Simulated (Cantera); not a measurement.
Input (Python, Cantera):

```python
import numpy as np
import cantera as ct

gas = ct.Solution("gri30.yaml")
gas.TPX = 1125, 13332, {'N2O': 1, 'H2': 0.0055, 'N2': 5.1}
reactor = ct.IdealGasConstPressureReactor(gas, energy="off", clone=False)
net = ct.ReactorNet([reactor])
net.rtol, net.atol = 1e-08, 1e-18
show = ['N2O', 'H2', 'H', 'O', 'NO2', 'N2', 'H2O2']
times = np.geomspace(0.0002, 3, 9)

steps = ct.SolutionArray(gas, extra=["t"])
rows = []
print(f"{'t/s':>10s}{'T/K':>9s}{'P/Pa':>11s}" + "".join(f"{s:>11s}" for s in show))
for t in times:
    while net.time < t:
        t_next = net.step()
        steps.append(gas.state, t=t_next)
    rows.append([np.interp(t, steps.t, y) for y in (steps.T, steps.P, *steps(*show).X.T)])
    print(f"{t:10.3e}{rows[-1][0]:9.1f}{rows[-1][1]:11.4g}" + "".join(f"{x:11.3e}" for x in rows[-1][2:]))
rate = np.gradient(steps.T, steps.t)
print("integrator steps:", len(steps.t))
if steps.T.max() > steps.T[0] + 200:
    print(f"time of steepest temperature rise: {steps.t[rate.argmax()]:.4e} s")
gas.TPX = 1125, 13332, {'N2O': 1, 'H2': 0.0055, 'N2': 5.1}
gas.equilibrate("TP")
print(f"equilibrium (TP): T = {gas.T:.1f} K  " + "  ".join(f"{s} {gas[s].X[0]:.3e}" for s in show))
```

Output:

```
       t/s      T/K       P/Pa        N2O         H2          H          O        NO2         N2       H2O2
 2.000e-04   1125.0  1.333e+04  1.638e-01  9.008e-04  5.931e-09  2.139e-07  1.384e-15  8.353e-01  1.046e-15
 6.653e-04   1125.0  1.333e+04  1.638e-01  9.006e-04  2.676e-08  3.915e-07  1.252e-13  8.353e-01  1.415e-13
 2.213e-03   1125.0  1.333e+04  1.638e-01  8.987e-04  9.804e-08  4.380e-07  2.045e-11  8.353e-01  1.099e-11
 7.363e-03   1125.0  1.333e+04  1.637e-01  8.787e-04  2.787e-07  4.380e-07  2.841e-09  8.353e-01  5.713e-10
 2.449e-02   1125.0  1.333e+04  1.636e-01  7.470e-04  4.313e-07  4.555e-07  1.034e-07  8.355e-01  7.317e-09
 8.149e-02   1125.0  1.333e+04  1.630e-01  3.940e-04  2.100e-07  4.825e-07  8.017e-07  8.359e-01  6.973e-09
 2.711e-01   1125.0  1.333e+04  1.621e-01  8.813e-05  2.830e-08  5.033e-07  4.732e-06  8.366e-01  1.794e-09
 9.018e-01   1125.0  1.333e+04  1.601e-01  5.136e-06  1.436e-09  5.037e-07  1.199e-05  8.376e-01  2.141e-10
 3.000e+00   1125.0  1.333e+04  1.537e-01  4.097e-09  5.206e-10  4.994e-07  1.517e-05  8.409e-01  1.290e-10
integrator steps: 1266
equilibrium (TP): T = 1125.0 K  N2O 2.016e-09  H2 2.017e-11  H 5.502e-13  O 3.491e-09  NO2 3.745e-07  N2 9.238e-01  H2O2 9.775e-13
```

Computed with Cantera and GRI-Mech 3.0 (53 species, 325 reactions). GRI-Mech 3.0 was tuned for natural gas; its chemistry of N2O as a main component is partial and can be far from experiment. The mechanism lacks the step 2 NO + O2 → 2 NO2, which can matter for NO2 below about 1400 K. The temperature is held fixed by assumption; the heat of reaction is taken as removed at once.
